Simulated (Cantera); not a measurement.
Input: 1 mol PbO, 96 mol H₂, 4.3 mol H₂O, held at 625 °C and 585 Torr.

Cantera equilibrium calculation (NASA polynomials, part measured and part estimated; ideal gas, pure solids and liquids). Candidate condensed phases: H₂O, Pb, PbO, PbO₂, Pb₃O₄; 12 gas species. Equilibrium is a limit: real reactors are often held back by kinetics, nucleation or transport.

Base state: H₂ 0.947, H₂O 0.0528 (mole fractions); condensed: Pb(l).

Q: What changes in the equilibrium state with this change: PbO replaced by V₂O₅?

A: 
```
species       before   after
------------  ------  ------
H₂             0.947   0.937
H₂O           0.0528  0.0628
Pb(l), mol     1.000       0
V₂O₃(s), mol       0    1.00
```
Condensed phases not in the tables: the oxides between V₂O₃ and V₂O₅ other than VO₂. Further candidate phases: V, VO, V₂O₃, V₂O₄, V₂O₅.
